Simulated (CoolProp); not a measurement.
Sulfur hexafluoride at 298.15 K and 3.42 MPa flows at 0.42 m/s in a round tube of 100 mm bore and 0.25 µm roughness, fully developed (64/Re and Nu = 3.66 if laminar; Colebrook and Gnielinski if turbulent). Each further row changes one setting.

Values from CoolProp's reference Helmholtz-energy equation of state, Guder 2009.

```csv
case,Reynolds number,Darcy friction factor,pressure drop (Pa/m),heat-transfer coefficient (W/(m² K)),mass flow (kg/h)
as stated,459000,0.0134,16.3,777,16400
velocity 0.84 m/s,918000,0.0119,57.9,1410,32800
diameter 200 mm,918000,0.0118,7.22,702,65700
```

Viscosity comes from a separate model (Quiñones-Cisneros 2012). Thermal conductivity comes from a separate model (Assael 2012).
